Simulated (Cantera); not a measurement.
A freely propagating, adiabatic, planar premixed flame of CH3OH : O2 : N2 = 1 : 2.21 : 5.74 (molar parts), unburnt at 550 K and 1.00 atm; mixture-averaged transport, grid criteria slope 0.08 and curve 0.16, no radiation.

Computed with Cantera and GRI-Mech 3.0 (53 species, 325 reactions). GRI-Mech 3.0 was tuned for natural gas; its chemistry of methanol as a main component is partial and can be far from experiment. Burning velocities carry a grid error of a few per cent, more on coarse grids.

How do the results move with these cheaper or finer settings: unity-Lewis-number transport; multicomponent transport; multicomponent+Soret transport; grid criteria slope 0.5, curve 1; grid criteria slope 0.25, curve 0.5; grid criteria slope 0.03, curve 0.06?


```csv
setting,laminar burning velocity,thermal thickness,peak x(C2H),peak x(O),grid points
as above,100 cm/s,0.284 mm,<1e-8,0.00702,136
unity-Lewis-number transport,81.9 cm/s,0.323 mm,<1e-8,0.00773,149
multicomponent transport,101 cm/s,0.289 mm,<1e-8,0.00706,136
multicomponent+Soret transport,99.0 cm/s,0.292 mm,<1e-8,0.00702,136
"grid criteria slope 0.5, curve 1",116 cm/s,0.307 mm,<1e-8,0.00757,35
"grid criteria slope 0.25, curve 0.5",107 cm/s,0.295 mm,<1e-8,0.00725,63
"grid criteria slope 0.03, curve 0.06",98.0 cm/s,0.283 mm,<1e-8,0.00692,353
```
The base run took roughly 10 core-seconds.
Unity Lewis numbers drop preferential diffusion, which matters most where H2 and H carry the flame; Soret adds thermal diffusion.
